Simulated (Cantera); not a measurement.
# Silicon carbide growth: SiHCl3 + C2H4 + H2

Charge: 1 mol SiHCl3, 0.013 mol C2H4, a varied amount of H2, at 2102 °C and 1.00 bar.

Equilibrium computed with Cantera from the NASA thermochemical tables; the gas is ideal and each condensed phase is pure. Candidate condensed phases: C, C6H6, C7H8, C8H18, Si, SiC; 109 gas species. Mutual solubility and eutectic melting of coexisting phases are not modelled. The tables' values for SiCl, SiCl3 are old estimates; treat these amounts as uncertain. Gases not in the tables: Si2H6 and higher silanes. The numbers say what is thermodynamically allowed, not how fast it happens.

```csv
n(H2) (mol),x H2,x HCl,x SiCl2,x H,x SiCl,x Cl,n Si(l),n SiC(s)
6.4,0.714,0.186,0.0790,0.0119,0.00252,0.00221,0.246,0.0218
9.6,0.779,0.152,0.0487,0.0124,0.00198,0.00174,0.339,0.0198
14,0.829,0.122,0.0296,0.0128,0.00154,0.00135,0.421,0.0171
21,0.871,0.0935,0.0164,0.0132,0.00115,0.00101,0.497,0.0128
32,0.905,0.0686,0.00851,0.0134,0.000827,0.000727,0.556,0.00599
48,0.928,0.0496,0.00433,0.0136,0.000590,0.000519,0.581,0
72,0.945,0.0351,0.00213,0.0137,0.000414,0.000364,0.563,0
110,0.957,0.0240,0.000987,0.0138,0.000281,0.000247,0.490,0
160,0.965,0.0170,0.000490,0.0139,0.000198,0.000174,0.364,0
240,0.971,0.0116,0.000226,0.0139,0.000135,0.000118,0.138,0
360,0.975,0.00788,8.62e-5,0.0139,7.56e-5,8.05e-5,0,0
```
x: gas mole fraction; n: condensed amount in mol.

From 6.4 mol H2 to 32 mol H2 the condensed part is Si(l) + SiC(s). From 48 mol H2 to 240 mol H2 the condensed part is Si(l). At 360 mol H2 nothing is condensed. The main Si-bearing gas is SiCl2 at 6.4 mol H2 and Si at 360 mol H2. The share of Si in condensed phases is highest at 48 mol H2 (58.1 %) and lowest at 360 mol H2 (0.0 %).
